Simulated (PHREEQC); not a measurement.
Dissolve 65 mmol/kgw Ca(NO3)2 at 85 °C. Closed to the air; pH follows from the charge balance.

Equilibrium calculation in PHREEQC: ion-association model, phreeqc.dat.

This is a speciation only: nothing precipitates in the calculation.

Task: Predict the specific conductance.

Result: specific conductance 31200 µS/cm.

At this temperature some constants are extrapolated from 25 °C, and those without enthalpy data are left unchanged.
